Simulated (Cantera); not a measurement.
What does this Cantera script print?

```python
import numpy as np
import cantera as ct

gas_names = [...]  # 169 gases of nasa_gas.yaml made of C, H, N, O
cond_names = """
    C(gr) C6H6(L) C7H8(L) C8H18(L),n-octa H2O(s) H2O(L)
""".split()


# ... load() reads the species with a 1 bar reference pressure and builds the phases ...
atoms = {
    'C2H4': {'C': 2, 'H': 4},
    'H2O': {'H': 2, 'O': 1},
    'N2': {'N': 2},
    'NH3': {'N': 1, 'H': 3},
}
top_T = {'C(gr)': 4500}  # K; cautious upper limits of use, not melting points


# ... equilibrate(T, P, feed) seeds the gas with the atoms and calls Mixture.equilibrate('TP', solver="vcs", rtol=1e-11, max_steps=5000) ...
results = []
feed = {'C2H4': 1, 'H2O': 2, 'N2': 0.4, 'NH3': 0.23}  # mol
P = 100000  # Pa
for T in [2500, 2750, 3000, 3250, 3500, 3750, 4000, 4250, 4500, 4750, 5000]:
    mix = equilibrate(T, P, feed)
    results.append((T, P, feed, dict(zip(mix.species_names, mix.species_moles))))

top = {s: max(r[3][s] / sum(r[3][g] for g in gas_names) for r in results) for s in gas_names}
cols = sorted((s for s in top if top[s] > 1e-05), key=lambda s: -top[s])[:6]
seen = [c for c in cond_names if any(r[3].get(c, 0) > 1e-12 for r in results)]
print("log10 of partial pressures in bar; condensed amounts in mol")
print(f"{'T/K':>10s}" + "".join(f"{s[:9]:>10s}" for s in cols + seen))
for T, P, feed, n in results:
    ng = sum(n[g] for g in gas_names)
    print(f"{T:10.4g}" + "".join(f"{np.log10(max(n[s] / ng * P / 1e5, 1e-99)):10.3f}" for s in cols)
          + "".join(f"{n.get(c, 0):10.4g}" for c in seen))
```

Result:

```
log10 of partial pressures in bar; condensed amounts in mol
       T/K         H        H2        CO        N2         N         O
      2500    -1.704    -0.210    -0.540    -1.130    -7.099    -7.435
      2750    -1.279    -0.229    -0.547    -1.137    -6.188    -6.465
      3000    -0.936    -0.269    -0.562    -1.151    -5.432    -5.660
      3250    -0.664    -0.341    -0.585    -1.175    -4.797    -4.990
      3500    -0.458    -0.458    -0.619    -1.209    -4.259    -4.442
      3750    -0.313    -0.628    -0.657    -1.247    -3.797    -4.001
      4000    -0.221    -0.847    -0.692    -1.283    -3.392    -3.630
      4250    -0.169    -1.099    -0.717    -1.310    -3.033    -3.281
      4500    -0.142    -1.362    -0.734    -1.331    -2.711    -2.946
      4750    -0.129    -1.619    -0.746    -1.350    -2.423    -2.632
      5000    -0.123    -1.863    -0.757    -1.372    -2.166    -2.343
```

Equilibrium computed with Cantera from the NASA thermochemical tables; the gas is ideal and each condensed phase is pure.
